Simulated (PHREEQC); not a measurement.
A solution holds 53 mmol/kgw H2SO4, 0.035 mmol/kgw Li2SO4 and 0.15 mmol/kgw Fe2(SO4)3, at 25 °C. Closed to the air; pH follows from the charge balance.

The numbers come from PHREEQC with the ion-association model, phreeqc.dat.

```
quantity                   before    after
------------------------  -------  -------
pH                           1.25     1.84
ionic strength (mol/kgw)   0.0818   0.0218
SO4-2 (mol/kgw)            0.0143  0.00555
LiSO4- (mol/kgw)          1.72e-6  1.92e-7
```

**Question.** What was changed between the two runs?
A) temperature from 25 to 35 °C
B) temperature from 25 to 5 °C
C) diluted 100-fold with water
D) Li2SO4 from 3.5e-05 to 0.00035 mol/kgw
E) diluted 5-fold with water

**Answer.** E, diluted 5-fold with water

Precipitation was switched off in this run. Some of these states are supersaturated (in Hematite (slow to form), Goethite (slow to form), for instance).
